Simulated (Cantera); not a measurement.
A diamond (100) surface in a fixed gas of H2 with x(CH4) = 0.011, x(H) = 0.038, at 925 K, 7800 Pa; coverages are run to steady state.

Cantera simulation using the Harris–Goodwin 1993 mechanism for the reconstructed diamond (100) surface; the numbers are that mechanism's predictions, not measurements.

One state of this run: growth (µm/h) = 0.137; θ c6HH = 0.667; θ c6H* = 0.0128; θ c6*H = 0.314; θ c6** = 0.00555; θ c6HM = 9.57e-5. θ: site fractions in the mechanism's names (c6HH fully hydrogenated, c6H* and c6*H radical sites, c6** diradical, c6HM methylated).

### Question
Which value of x(CH3) does it belong to?
A. 0.00055
B. 4.8e-06
C. 0.00025
D. 1.1e-05

### Answer
B, 4.8e-06
